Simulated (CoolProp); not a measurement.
Saturated liquid density (kg/m³) of R245ca: the reference equation beside estimates from Tc = 174.4 °C, pc = 3941 kPa, ω = 0.355. Rackett uses Z = 0.29056 − 0.08775 ω.

Computed with CoolProp (reference Helmholtz-energy equation of state, Zhou 2016).

```
T (°C)  reference  Rackett  Redlich-Kwong
------  ---------  -------  -------------
51.85        1317     1389           1141
54.95        1309     1380           1132
57.95        1301     1371           1123
61.05        1292     1361           1113
64.15        1283     1351           1103
67.15        1274     1342           1094
70.25        1265     1332           1084
73.25        1257     1322           1074
76.35        1247     1312           1063
79.45        1238     1301           1053
82.45        1229     1291           1042
```

Absolute difference from the reference over all 11 rows, mean and median: Rackett 5.3 and 5.3 %, Redlich-Kwong 14.2 and 14.1 %.
